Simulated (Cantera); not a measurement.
A perfectly stirred reactor is fed with N2O : H2O = 1 : 0.012 (molar parts), at 0.0133 bar; it is held at 1075 K, and followed from long to short residence time.

Model: GRI-Mech 3.0 (53 species, 325 reactions), integrated in Cantera. GRI-Mech 3.0 was tuned for natural gas; its chemistry of N2O as a main component is partial and can be far from experiment. Radical loss at walls, strong at low pressure, is not modelled. The mechanism lacks the step 2 NO + O2 → 2 NO2, which can matter for NO2 below about 1400 K. The temperature is held fixed by assumption; the heat of reaction is taken as removed at once.

```
quantity                 before    after
---------------------  --------  -------
x(N2O) at τ = 6.20 s      0.982   0.0705
x(H2O) at τ = 6.20 s     0.0118  0.00813
x(H) at τ = 6.20 s     6.14e-11  7.51e-7
x(NO) at τ = 6.20 s    0.000156    0.141
x(HO2) at τ = 6.20 s    4.05e-7  1.28e-7
x(N2O) at τ = 0.130 s     0.988    0.772
x(H2O) at τ = 0.130 s    0.0119   0.0109
x(H) at τ = 0.130 s    1.66e-11  2.94e-7
x(NO) at τ = 0.130 s    4.62e-6   0.0355
x(HO2) at τ = 0.130 s   3.13e-7  4.31e-6
```

Name the change that produced these shifts.
A) pressure from 0.0133 bar to 0.870 bar
B) temperature 1075 to 1325 K
C) pressure from 0.0133 bar to 1.01 bar
D) temperature 1075 to 1550 K

D, temperature 1075 to 1550 K
